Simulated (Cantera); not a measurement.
Charge: 1 mol Fe(CO)5, a varied amount of H2, held at 975 K and 75.0 Torr.

Points: n(H2) (mol) = 0.039, 0.06, 0.092, 0.14, 0.22, 0.33, 0.5, 0.77, 1.2, 1.8, 2.8.

Cantera's Mixture.equilibrate('TP', solver="vcs", rtol=1e-11, max_steps=5000) on the NASA tables stopped like this:

```
T = 975 K  P = 10000 Pa  n(H2) = 0.039 mol  gas = 4.664 mol
   x: CO 9.118e-01  CO2 7.985e-02  H2 7.925e-03
   condensed (mol): C(gr) 0.3745  Fe(a) 1
T = 975 K  P = 10000 Pa  n(H2) = 0.06 mol  gas = 4.686 mol
   x: CO 9.080e-01  CO2 7.919e-02  H2 1.214e-02
   condensed (mol): C(gr) 0.3742  Fe(a) 1
T = 975 K  P = 10000 Pa  n(H2) = 0.092 mol  gas = 4.718 mol
   x: CO 9.023e-01  CO2 7.820e-02  H2 1.849e-02  H2O 1.002e-03
   condensed (mol): C(gr) 0.3737  Fe(a) 1
T = 975 K  P = 10000 Pa  n(H2) = 0.14 mol  gas = 4.767 mol
   x: CO 8.939e-01  CO2 7.675e-02  H2 2.785e-02  H2O 1.496e-03
   condensed (mol): C(gr) 0.3729  Fe(a) 1
ERROR: FAILURE its = 5001!

*******************************************************************************
CanteraError thrown by MultiPhase::equilibrate:
VCS solver failed. Return code: -1
*******************************************************************************
```

**Question.** What got this run through?

**Answer.** Several could match; the one computed here: The failure is numerical, not chemical. The same input converged with solver="gibbs", rtol=1e-10, max_steps=50000, and the result passed a check of the equilibrium conditions:
```
T = 975 K  P = 10000 Pa  n(H2) = 0.039 mol  gas = 4.664 mol
   x: CO 9.118e-01  CO2 7.985e-02  H2 7.925e-03
   condensed (mol): C(gr) 0.3745  Fe(a) 1
T = 975 K  P = 10000 Pa  n(H2) = 0.06 mol  gas = 4.686 mol
   x: CO 9.080e-01  CO2 7.919e-02  H2 1.214e-02
   condensed (mol): C(gr) 0.3742  Fe(a) 1
T = 975 K  P = 10000 Pa  n(H2) = 0.092 mol  gas = 4.718 mol
   x: CO 9.023e-01  CO2 7.820e-02  H2 1.849e-02  H2O 1.002e-03
   condensed (mol): C(gr) 0.3737  Fe(a) 1
T = 975 K  P = 10000 Pa  n(H2) = 0.14 mol  gas = 4.767 mol
   x: CO 8.939e-01  CO2 7.675e-02  H2 2.785e-02  H2O 1.496e-03
   condensed (mol): C(gr) 0.3729  Fe(a) 1
T = 975 K  P = 10000 Pa  n(H2) = 0.22 mol  gas = 4.848 mol
   x: CO 8.802e-01  CO2 7.442e-02  H2 4.306e-02  H2O 2.277e-03
   condensed (mol): C(gr) 0.3717  Fe(a) 1
T = 975 K  P = 10000 Pa  n(H2) = 0.33 mol  gas = 4.959 mol
   x: CO 8.621e-01  CO2 7.139e-02  H2 6.317e-02  H2O 3.272e-03
   condensed (mol): C(gr) 0.37  Fe(a) 1
T = 975 K  P = 10000 Pa  n(H2) = 0.5 mol  gas = 5.131 mol
   x: CO 8.356e-01  H2 9.257e-02  CO2 6.707e-02  H2O 4.648e-03
   condensed (mol): C(gr) 0.3674  Fe(a) 1
T = 975 K  P = 10000 Pa  n(H2) = 0.77 mol  gas = 5.404 mol
   x: CO 7.968e-01  H2 1.355e-01  CO2 6.098e-02  H2O 6.489e-03
   condensed (mol): C(gr) 0.3634  Fe(a) 1
T = 975 K  P = 10000 Pa  n(H2) = 1.2 mol  gas = 5.837 mol
   x: CO 7.420e-01  H2 1.959e-01  CO2 5.289e-02  H2O 8.734e-03
   condensed (mol): C(gr) 0.3569  Fe(a) 1
T = 975 K  P = 10000 Pa  n(H2) = 1.8 mol  gas = 6.44 mol
   x: CO 6.773e-01  H2 2.668e-01  CO2 4.407e-02  H2O 1.086e-02
   condensed (mol): C(gr) 0.348  Fe(a) 1
T = 975 K  P = 10000 Pa  n(H2) = 2.8 mol  gas = 7.442 mol
   x: CO 5.918e-01  H2 3.602e-01  CO2 3.364e-02  H2O 1.281e-02  CH4 1.630e-03
   condensed (mol): C(gr) 0.3335  Fe(a) 1
```

The gas is ideal and each condensed phase is pure. Condensed phases not in the tables: cementite and carbon dissolved in iron.
